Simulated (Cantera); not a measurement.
An adiabatic, constant-pressure homogeneous reactor starts with 3.08 % CH₄, 19.9 % O₂, 74.8 % N₂, 2.22 % H₂O, equivalence ratio 0.31, at 1700 K and 750 Torr.

Detailed kinetics in Cantera: GRI-Mech 3.0 (53 species, 325 reactions).

### Question
Predict: time of steepest temperature rise; temperature at 0.600 s; equilibrium temperature; x(O₂) at 0.600 s; x(H₂O) at 0.600 s; x(H₂) at 0.600 s.

### Answer
- time of steepest temperature rise = 0.193 ms
- temperature at 0.600 s = 2279 K
- equilibrium temperature = 2279 K
- x(O₂) at 0.600 s = 0.129 (gas-phase equilibrium 0.129)
- x(H₂O) at 0.600 s = 0.0803 (gas-phase equilibrium 0.0803)
- x(H₂) at 0.600 s = 0.000413 (gas-phase equilibrium 0.000413)
